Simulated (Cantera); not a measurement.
Charge: 1 mol CuO, 0.88 mol CO, 1.1 mol H2, 0.32 mol C, held at 188 Torr.

These are equilibrium values from Cantera (NASA tables, ideal gas, pure condensed phases), not measurements of a reactor. Candidate condensed phases: C, C6H6, C7H8, C8H18, Cu, CuO, Cu(OH)2, Cu2O, H2O; 113 gas species. Equilibrium is a limit: real reactors are often held back by kinetics, nucleation or transport.

Problem. Which condensed phases are stable at each of these points (T (K)): 900, 1100, 1300, 1500, 1700, 1900, 2100?

Solution. 
| T (K) | condensed phases | Cu condensed (%) |
|---|---|---|
| 900 | Cu(s) | 100.0 |
| 1100 | Cu(s) | 100.0 |
| 1300 | Cu(s) | 100.0 |
| 1500 | Cu(l) | 100.0 |
| 1700 | Cu(l) | 99.9 |
| 1900 | Cu(l) | 98.5 |
| 2100 | Cu(l) | 89.9 |

From 900 K to 1300 K the condensed part is Cu(s). From 1500 K to 2100 K the condensed part is Cu(l).
